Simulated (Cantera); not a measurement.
**Equilibrium for abatement and gas-phase synthesis: HF + SO2 + N2**

Feed: 1 mol HF, 0.016 mol SO2, 3.6 mol N2, equilibrated at 1.33 mbar.

Equilibrium computed with Cantera from the NASA thermochemical tables; the gas is ideal and each condensed phase is pure. Candidate condensed phases: H2O, H2SO4, S; 62 gas species. Kinetics and transport are ignored.

From 1523 K to 2723 K nothing is condensed.

```
T (K)   x N2   x HF       x F       x H       x O     x SO2       x S      x SO
-----  -----  -----  --------  --------  --------  --------  --------  --------
1523   0.780  0.217   1.10e-5   2.55e-7   3.32e-7   0.00344   7.31e-8   2.17e-5
1623   0.780  0.217   2.86e-5   1.69e-6   1.88e-6   0.00341   4.49e-7   5.69e-5
1723   0.780  0.217   6.84e-5   8.81e-6   8.64e-6   0.00333   2.23e-6  0.000132
1823   0.780  0.216  0.000154   3.70e-5   3.33e-5   0.00318   9.27e-6  0.000276
1923   0.779  0.216  0.000333  0.000128  0.000109   0.00291   3.31e-5  0.000521
2023   0.779  0.216  0.000698  0.000377  0.000307   0.00248  0.000103  0.000879
2123   0.778  0.215   0.00142  0.000959  0.000745   0.00187  0.000279   0.00130
2223   0.776  0.213   0.00280   0.00218   0.00154   0.00117  0.000652   0.00162
2323   0.773  0.210   0.00528   0.00450   0.00270  0.000549   0.00127   0.00160
2423   0.769  0.204   0.00952   0.00859   0.00396  0.000182   0.00203   0.00119
2523   0.763  0.196    0.0164    0.0153   0.00496   4.38e-5   0.00265  0.000683
2623   0.755  0.183    0.0269    0.0257   0.00558   8.64e-6   0.00300  0.000329
2723   0.743  0.165    0.0417    0.0404   0.00588   1.60e-6   0.00314  0.000148
```
x: gas mole fraction; nothing condenses.
